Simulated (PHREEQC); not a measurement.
Acid mine or pickling water (model solution)

Model water analysis in mg/kgw, 45 °C, pH 3.55, pe 11.7:

| constituent | mg/kgw |
|---|---|
| Na | 56.4 |
| K | 167 |
| Ca | 130 |
| Mg | 76 |
| Cl | 73.5 |
| S(6) as SO4 | 862 |
| N(5) as NO3 | 17.2 |
| Al | 1.6 |

Cl is adjusted to close the charge balance.
Valence states are taken as typed.

Model: ion-association model, phreeqc.dat, run in PHREEQC.

```
Property                       Value
--------------------  --------------
ionic strength        0.0259 mol/kgw
specific conductance      2760 µS/cm
total alkalinity       -0.499 meq/kg
```

```
species    molality  activity   log γ
---------  --------  --------  ------
SO4-2       0.00637   0.00342  -0.270
K+          0.00413   0.00351  -0.071
Na+         0.00241   0.00206  -0.068
Ca+2        0.00235   0.00128  -0.264
Cl-         0.00192   0.00163  -0.071
Mg+2        0.00183   0.00101  -0.258
MgSO4       0.00130   0.00131   0.003
CaSO4      0.000890  0.000895   0.003
H+         0.000322  0.000282  -0.057
NO3-       0.000277  0.000234  -0.073
HSO4-      0.000176  0.000150  -0.069
KSO4-      0.000136  0.000117  -0.066
NaSO4-      4.63e-5   3.98e-5  -0.066
AlSO4+      4.44e-5   3.79e-5  -0.069
Al+3        9.04e-6   2.75e-6  -0.517
Al(SO4)2-   5.23e-6   4.47e-6  -0.069
```

Precipitation was switched off in this run. Away from 25 °C the constants follow the database's enthalpies or fits; those with neither stay at their 25 °C values.
